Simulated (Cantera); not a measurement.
An adiabatic, constant-volume homogeneous reactor starts with CH₃OH : O₂ : N₂ : H₂O = 1 : 1.67 : 6.27 : 0.3 (molar parts), equivalence ratio 0.90, at 1050 K and 24.0 bar. Integrator tolerance rtol = 1e-08.

Computed with Cantera and GRI-Mech 3.0 (53 species, 325 reactions). GRI-Mech 3.0 was tuned for natural gas; its chemistry of methanol as a main component is partial and can be far from experiment. The pressure lies above the range GRI-Mech 3.0 was tuned for (to about 10 atm).

### Question
What does this change do: N2 6.27 to 10 parts?

### Answer
```csv
quantity,before,after
time of steepest temperature rise,14.6 ms,16.7 ms
temperature at 0.200 s,2872 K,2568 K
equilibrium temperature,2872 K,2568 K
x(CH₃OH) at 0.200 s,<1e-12 (gas-phase equilibrium <1e-12),<1e-12 (gas-phase equilibrium <1e-12)
x(O₂) at 0.200 s,0.0189 (gas-phase equilibrium 0.0189),0.0115 (gas-phase equilibrium 0.0115)
x(H₂O) at 0.200 s,0.221 (gas-phase equilibrium 0.221),0.166 (gas-phase equilibrium 0.166)
x(CH₂CO) at 0.200 s,<1e-12 (gas-phase equilibrium <1e-12),<1e-12 (gas-phase equilibrium <1e-12)
x(HCO) at 0.200 s,8.83e-8 (gas-phase equilibrium 8.83e-8),5.99e-9 (gas-phase equilibrium 5.99e-9)
```
